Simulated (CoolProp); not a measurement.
Vapour-liquid equilibrium of CHF3 (R23) (1) + R22 (2) at 0.707 bar; x and y are mole fractions of (1).

Model: multi-fluid Helmholtz-energy mixture model, Penoncello 2003 and Kamei 1995; pair parameters Bell 2016, in CoolProp.

| x | bubble temperature (K) | y at the bubble point | dew temperature at overall composition x (K) | liquid density (mol/L) |
|---|---|---|---|---|
| 0.05 | 217.9 | 0.335 | 224.0 | 16.89 |
| 0.15 | 208.2 | 0.653 | [?] | 17.45 |
| 0.25 | [?] | 0.788 | 219.9 | 17.92 |
| 0.35 | 197.8 | 0.858 | 217.6 | [?] |
| 0.45 | 194.7 | 0.900 | 214.9 | 18.75 |
| 0.55 | 192.3 | 0.927 | 211.9 | 19.14 |
| 0.65 | 190.4 | 0.947 | 208.3 | 19.52 |
| 0.75 | 188.7 | 0.964 | 204.0 | 19.92 |
| 0.85 | 187.3 | 0.979 | 198.3 | 20.32 |
| 0.95 | [?] | 0.993 | 190.1 | 20.75 |

Problem. Complete the blanks.

Solution. 
- 0.15, dew temperature at overall composition x (K): 222.1
- 0.25, bubble temperature (K): 202.0
- 0.35, liquid density (mol/L): 18.35
- 0.95, bubble temperature (K): 185.8

No azeotrope shows between x = 0.05 and 0.95.

Pair parameters are fitted to limited data, so mixtures are less certain than the pure fluids.
